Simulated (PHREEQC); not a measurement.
Dissolve 0.002 mol CuCl2, 4.8e-05 mol H2SO4 and 0.0013 mol H3BO3 per kg of water at 20 °C. Closed to the air; pH follows from the charge balance.

Equilibrium calculation in PHREEQC: ion-association model, phreeqc.dat.

Question: The ionic strength comes out as 0.00609 mol/kgw. What activity coefficients do Cu+2, SO4-2, CuCl+, Cl-, H+ get?

Answer: Cu+2 0.73, SO4-2 0.72, CuCl+ 0.92, Cl- 0.92, H+ 0.93.

Precipitation was switched off in this run. Species that the database lacks are ignored.
